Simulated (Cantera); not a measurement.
A closed system holds: 1 mol Cu2O, 2.7 mol C, 0.76 mol N2, equilibrated at 6.20 mbar.

Cantera equilibrium calculation (NASA polynomials, part measured and part estimated; ideal gas, pure solids and liquids). Candidate condensed phases: C, Cu, CuO, Cu2O; 27 gas species. Kinetics and transport are ignored. All values below are at 2198 K.

Base state: Cu 0.531, CO 0.266, N2 0.202, Cu2 0.000580, CN 3.38e-5 (mole fractions); condensed: C(graphite).

What changes in the equilibrium state with this change: C from 2.7 to 0.49 mol?


```json
[
 {"species": "Cu", "before": "0.531", "after": "0.596"},
 {"species": "N2", "before": "0.202", "after": "0.226"},
 {"species": "CO2", "before": "4.78e-9", "after": "0.0979"},
 {"species": "CO", "before": "0.266", "after": "0.0485"},
 {"species": "O2", "before": "<1e-9", "after": "0.0232"},
 {"species": "O", "before": "<1e-9", "after": "0.00517"},
 {"species": "NO", "before": "<1e-9", "after": "0.00224"},
 {"species": "CuO", "before": "<1e-9", "after": "0.000641"},
 {"species": "CN", "before": "3.38e-5", "after": "<1e-9"},
 {"species": "Cu2", "before": "0.000580", "after": "0.000729"},
 {"species": "C(graphite), mol", "before": "1.70", "after": "0"}
]
```
